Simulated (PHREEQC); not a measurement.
Dissolve 3.7 mmol/kgw CuCl2, 2 mmol/kgw HNO3 and 180 mmol/kgw NaCl at 25 °C. Closed to the air; pH follows from the charge balance.

Computed with PHREEQC (ion-association model, phreeqc.dat).

Each row changes one thing in this solution. This is a speciation only: nothing precipitates in the calculation.

```
case                                    pH  Cu+2 (mol/kgw)  CuCl+ (mol/kgw)  CuCl2 (mol/kgw)  CuOH+ (mol/kgw)  Cu2(OH)2+2 (mol/kgw)
------------------------------------  ----  --------------  ---------------  ---------------  ---------------  --------------------
as made                               2.80         0.00315         0.000523          2.60e-5          9.00e-9              5.88e-11
temperature from 25 to 10 °C          2.79         0.00342         0.000268          1.14e-5          9.88e-9              1.46e-11
NaCl left out                         2.74         0.00365          4.66e-5          1.45e-7          1.46e-8              1.18e-10
diluted 2-fold with water             3.08         0.00168         0.000170          4.96e-6          1.06e-8              7.76e-11
diluted 10-fold with water            3.75        0.000359          1.08e-5          8.22e-8          1.38e-8              1.10e-10
CuCl2 from 0.0037 to 0.00333 mol/kgw  2.80         0.00284         0.000470          2.33e-5          8.11e-9              4.78e-11
NaCl from 0.18 to 0.36 mol/kgw        2.81         0.00287         0.000769          6.26e-5          7.41e-9              3.81e-11
```

Constants without temperature data keep their 25 °C values here.
